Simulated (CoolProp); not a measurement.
Vapour-liquid equilibrium of acetone (1) + toluene (2) at 466.3 K; x and y are mole fractions of (1).

Model: multi-fluid Helmholtz-energy mixture model, Lemmon 2006 and Lemmon 2006; pair parameters Bell 2016, in CoolProp.

| x | bubble pressure, mixture model (MPa) | bubble pressure, Raoult's law (MPa) | y, mixture model | y, Raoult's law |
|---|---|---|---|---|
| 0.05 | 0.7746 | 0.7533 | 0.162 | 0.164 |
| 0.2 | 1.073 | 1.024 | 0.442 | 0.482 |
| 0.35 | 1.338 | 1.295 | 0.599 | 0.667 |
| 0.5 | 1.589 | 1.566 | 0.711 | 0.788 |
| 0.65 | 1.838 | 1.837 | 0.804 | 0.874 |
| 0.8 | 2.096 | 2.108 | 0.889 | 0.937 |
| 0.95 | 2.372 | 2.379 | 0.972 | 0.986 |

The largest gap from Raoult's law is +4.8 % in bubble pressure, at x = 0.2. No azeotrope shows between x = 0.05 and 0.95.

Pair parameters are fitted to limited data, so mixtures are less certain than the pure fluids. The gap from Raoult's law changes sign with composition, which may be real or a fault of the pair parameters; it wasn't checked against measurements.
